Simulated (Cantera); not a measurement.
An isothermal, constant-pressure homogeneous reactor starts with 23.7 % H₂, 76.3 % O₂, at 975 K and 0.0290 bar.

Model: GRI-Mech 3.0 (53 species, 325 reactions), integrated in Cantera. Radical loss at walls, strong at low pressure, is not modelled. The temperature is held fixed by assumption; the heat of reaction is taken as removed at once.

One state of this run: x H₂ = 2.53e-7; x O₂ = 0.732; x H₂O₂ = 4.06e-8; x OH = 1.43e-5; x H₂O = 0.268. x: mole fraction; the columns are a selection and need not sum to one.

**Question.** Which value of t (s) does it belong to?
A) 0.00379
B) 0.00185
C) 0.579
D) 0.282

**Answer.** C, 0.579
